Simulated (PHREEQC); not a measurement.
A solution holds 0.014 mol/kgw NaH2PO4, 0.00017 mol/kgw Na2HPO4 and 0.23 mol/kgw NaCl, at 20 °C. Closed to the air; pH follows from the charge balance.

Model: ion-association model, phreeqc.dat, run in PHREEQC.

This is a speciation only: nothing precipitates in the calculation.

Q: Estimate the pH, specific conductance, density.

A: pH 4.91; specific conductance 20800 µS/cm; density 1.009 g/cm³.

Q: In which forms is P present?

A: H2PO4- 98 %, HPO4-2 1.3 % of the P.

Complexes and solids missing from the database can't appear.
